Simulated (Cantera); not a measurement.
A closed system holds: 1 mol Fe2O3, 1.2 mol C, 19 mol N2, held at 948.15 K and 0.00340 bar.

These are equilibrium values from Cantera (NASA tables, ideal gas, pure condensed phases), not measurements of a reactor. The tables' stoichiometric FeO is somewhat more stable than real wüstite, so its field is too wide. FeO: taken at fixed stoichiometry. Kinetics and transport are ignored.

```
species      before     after
-----------  ------  --------
N2            0.941     0.917
CO           0.0464    0.0433
Fe            <1e-9    0.0245
CO2          0.0130    0.0146
FeO           <1e-9  0.000690
NO            <1e-9  0.000102
O             <1e-9   5.66e-5
O2            <1e-9   3.70e-5
Fe(α), mol    0.464         0
FeO(s), mol    1.54         0
FeO(l), mol       0      1.48
```
Gas species are given as mole fractions.

Task: What was changed between the two runs?
(A) Fe2O3 replaced by Fe3O4
(B) temperature from 948.15 K to 2298.15 K
(C) temperature from 948.15 K to 1325 K
(D) temperature from 948.15 K to 1973.15 K

Result: D, temperature from 948.15 K to 1973.15 K
